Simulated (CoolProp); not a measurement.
Computed with CoolProp (reference Helmholtz-energy equation of state, Wagner 2002).

Task: For water, give the phase and the cp (kJ/(kg K)), viscosity (µPa s) at 304.9 K and 24.4 MPa; 634.9 K and 0.629 MPa.

Result: 
- 304.9 K and 24.4 MPa: liquid; cp 4.12, viscosity 769
- 634.9 K and 0.629 MPa: gas; cp 2.09, viscosity 22.8

Viscosity comes from a separate model (Huber 2009).
